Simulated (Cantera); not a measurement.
Cantera run, input and output.

```python
import numpy as np
import cantera as ct

gas = ct.Solution("gri30.yaml")


def delay(T, t_max=10):
    gas.TPX = T, 960000, {'H2': 1, 'O2': 0.893, 'N2': 3.36}
    reactor = ct.IdealGasConstPressureReactor(gas, clone=False)
    net = ct.ReactorNet([reactor])
    net.rtol, net.atol = 1e-8, 1e-16
    while net.time < t_max:
        t_old, T_old = net.time, reactor.T
        net.step()
        if reactor.T > T + 400:  # ignition: a rise of 400 K
            return t_old + (T + 400 - T_old) / (reactor.T - T_old) * (net.time - t_old)
    return np.nan


taus = []
for T in [950, 1000, 1050, 1100, 1150, 1200, 1250, 1300, 1350]:
    taus.append(delay(T))
    print(f"T0 = {T:6g} K   tau = {taus[-1]:.4e} s")
```

It prints:

```
T0 =    950 K   tau = 4.1166e-02 s
T0 =   1000 K   tau = 1.1848e-02 s
T0 =   1050 K   tau = 3.6136e-03 s
T0 =   1100 K   tau = 1.1113e-03 s
T0 =   1150 K   tau = 3.1254e-04 s
T0 =   1200 K   tau = 5.9477e-05 s
T0 =   1250 K   tau = 1.0515e-05 s
T0 =   1300 K   tau = 5.2231e-06 s
T0 =   1350 K   tau = 3.4501e-06 s
```

Computed with Cantera and GRI-Mech 3.0 (53 species, 325 reactions). The hydrogen kinetics of GRI-Mech 3.0 are dated; newer H2 mechanisms differ, most at raised pressure.
